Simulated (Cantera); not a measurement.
Charge: 1 mol Fe₂O₃, 330 mol H₂, equilibrated at 0.0133 bar.

Method: chemical equilibrium by Gibbs-energy minimisation in Cantera with the NASA 1993 tables (ideal gas, pure condensed phases). Candidate condensed phases: Fe, FeO, Fe(OH)₂, Fe(OH)₃, Fe₂O₃, Fe₃O₄, H₂O; 12 gas species. Rates play no part.

x: gas mole fraction; n: condensed amount in mol.

```
T (K)   x H₂       x H    x H₂O      x Fe  n Fe(γ)  n Fe(δ)  n Fe(l)
-----  -----  --------  -------  --------  -------  -------  -------
1423   0.991   5.73e-5  0.00909   2.00e-6     2.00        0        0
1498   0.991  0.000148  0.00909   1.08e-5     2.00        0        0
1573   0.991  0.000350  0.00909   4.93e-5     1.98        0        0
1648   0.990  0.000767  0.00909  0.000196     1.94        0        0
1723   0.989   0.00157  0.00908  0.000684        0     1.77        0
1798   0.986   0.00303  0.00906   0.00215        0     1.29        0
1873   0.980         …  0.00901   0.00593        0        0        …
1948   0.975   0.00966  0.00898   0.00599        0        0        0
2023   0.969         …  0.00895   0.00597        0        0        0
2098   0.959    0.0261  0.00889   0.00594        0        0        0
2173   0.945    0.0406  0.00880   0.00590        0        0        0
2248   0.924    0.0612  0.00867   0.00584        0        0        0
```

### Question
Complete the blanks.

### Answer

- 2023, x H: 0.0162
- 1873, x H: 0.00553
- 1873, n Fe(l): 0.0256
